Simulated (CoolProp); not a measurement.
Model: reference Helmholtz-energy equation of state, Thol 2014, in CoolProp.

For chloromethane (R40), give the phase and the cv (kJ/(kg K)), Joule-Thomson coefficient (K/MPa), fugacity coefficient at -38.15 °C and 0.65 MPa; -38.15 °C and 1.3 MPa; -38.15 °C and 2.6 MPa.


- -38.15 °C and 0.65 MPa: liquid; cv 1.09, Joule-Thomson coefficient -0.378, fugacity coefficient 0.0800
- -38.15 °C and 1.3 MPa: liquid; cv 1.09, Joule-Thomson coefficient -0.379, fugacity coefficient 0.0407
- -38.15 °C and 2.6 MPa: liquid; cv 1.09, Joule-Thomson coefficient -0.381, fugacity coefficient 0.0210
